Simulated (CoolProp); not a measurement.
Saturation properties of nitrous oxide.

The numbers come from the reference Helmholtz-energy equation of state, Lemmon 2006 in CoolProp. It is a short technical equation, of lower accuracy than the large ones.

```csv
T (°C),p (kPa),vapour density (kg/m³),enthalpy of vaporisation (kJ/kg),surface tension (mN/m)
-36.75,(withheld),27.23,305.9,12.5
-33.05,1192,30.82,299.8,11.7
-29.35,1345,34.78,293.5,11.0
-25.65,1513,39.16,287.0,10.2
-22.05,1690,(withheld),280.4,9.52
-18.35,1887,49.16,273.3,8.80
-14.65,2101,55.03,265.9,8.09
-10.95,(withheld),61.51,258.2,7.39
-7.25,2580,68.70,250.0,6.70
```

### Question
Complete the blanks.

### Answer

- -36.75, p (kPa): 1052
- -22.05, vapour density (kg/m³): 43.85
- -10.95, p (kPa): 2331

It boils at -88.5 °C under 1 atm.

Surface tension comes from a separate correlation (Mulero 2012).
